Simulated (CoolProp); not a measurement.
Values from CoolProp's reference Helmholtz-energy equation of state, Leachman 2009.

**Question.** For normal hydrogen, give the phase and the cp (kJ/(kg K)), cv (kJ/(kg K)), conductivity (mW/(m K)), Prandtl number at -72.85 °C and 0.399 MPa.

**Answer.** 
- -72.85 °C and 0.399 MPa: gas; cp 13.6, cv 9.42, conductivity 134, Prandtl number 0.686

Viscosity comes from a separate model (Muzny 2013). Thermal conductivity comes from a separate model (Assael 2011).
